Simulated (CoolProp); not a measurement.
Values from CoolProp's reference Helmholtz-energy equation of state, Rui 2013.

Task: Give the vapour pressure (kPa), liquid density (kg/m³), liquid cp (kJ/(kg K)), vapour Z of saturated R236EA at 378.1, 384.7 K.

Result: 
```
T (K)  p (kPa)  liquid density (kg/m³)  liquid cp (kJ/(kg K))  vapour Z
-----  -------  ----------------------  ---------------------  --------
378.1     1750                    1100                   1.60     0.671
384.7     2000                    1050                   1.70     0.633
```
